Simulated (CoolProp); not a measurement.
Saturation properties of methane (Tc = 190.6 K, pc = 4.599 MPa, ω = 0.011).

Computed with CoolProp (reference Helmholtz-energy equation of state, Setzmann 1991).

```json
[
 {"T (K)": "144.6", "p (MPa)": "0.8074", "liquid cp (kJ/(kg K))": "(withheld)", "liquid viscosity (µPa s)": "62.9", "liquid conductivity (mW/(m K))": "137"},
 {"T (K)": "147.2", "p (MPa)": "0.9141", "liquid cp (kJ/(kg K))": "(withheld)", "liquid viscosity (µPa s)": "60.2", "liquid conductivity (mW/(m K))": "133"},
 {"T (K)": "149.8", "p (MPa)": "1.031", "liquid cp (kJ/(kg K))": "4.042", "liquid viscosity (µPa s)": "57.6", "liquid conductivity (mW/(m K))": "130"},
 {"T (K)": "152.5", "p (MPa)": "1.162", "liquid cp (kJ/(kg K))": "4.126", "liquid viscosity (µPa s)": "54.9", "liquid conductivity (mW/(m K))": "126"},
 {"T (K)": "155.1", "p (MPa)": "1.301", "liquid cp (kJ/(kg K))": "4.218", "liquid viscosity (µPa s)": "52.5", "liquid conductivity (mW/(m K))": "122"},
 {"T (K)": "157.7", "p (MPa)": "1.450", "liquid cp (kJ/(kg K))": "(withheld)", "liquid viscosity (µPa s)": "50.1", "liquid conductivity (mW/(m K))": "(withheld)"},
 {"T (K)": "160.4", "p (MPa)": "1.618", "liquid cp (kJ/(kg K))": "4.456", "liquid viscosity (µPa s)": "47.7", "liquid conductivity (mW/(m K))": "114"},
 {"T (K)": "163", "p (MPa)": "1.792", "liquid cp (kJ/(kg K))": "4.605", "liquid viscosity (µPa s)": "45.5", "liquid conductivity (mW/(m K))": "111"},
 {"T (K)": "165.6", "p (MPa)": "1.980", "liquid cp (kJ/(kg K))": "4.785", "liquid viscosity (µPa s)": "43.3", "liquid conductivity (mW/(m K))": "107"},
 {"T (K)": "168.3", "p (MPa)": "2.189", "liquid cp (kJ/(kg K))": "5.013", "liquid viscosity (µPa s)": "41.0", "liquid conductivity (mW/(m K))": "103"},
 {"T (K)": "170.9", "p (MPa)": "2.405", "liquid cp (kJ/(kg K))": "5.291", "liquid viscosity (µPa s)": "38.8", "liquid conductivity (mW/(m K))": "99.3"},
 {"T (K)": "173.5", "p (MPa)": "2.636", "liquid cp (kJ/(kg K))": "5.650", "liquid viscosity (µPa s)": "36.7", "liquid conductivity (mW/(m K))": "95.4"},
 {"T (K)": "176.1", "p (MPa)": "2.883", "liquid cp (kJ/(kg K))": "6.134", "liquid viscosity (µPa s)": "34.5", "liquid conductivity (mW/(m K))": "91.5"},
 {"T (K)": "178.8", "p (MPa)": "3.157", "liquid cp (kJ/(kg K))": "6.856", "liquid viscosity (µPa s)": "32.1", "liquid conductivity (mW/(m K))": "87.4"}
]
```

Complete the blanks.


- 144.6, liquid cp (kJ/(kg K)): 3.908
- 147.2, liquid cp (kJ/(kg K)): 3.971
- 157.7, liquid cp (kJ/(kg K)): 4.326
- 157.7, liquid conductivity (mW/(m K)): 118

It boils at 111.7 K under 1 atm.

Viscosity comes from a separate model (Quiñones-Cisneros 2006). Thermal conductivity comes from a separate model (Friend 1989).
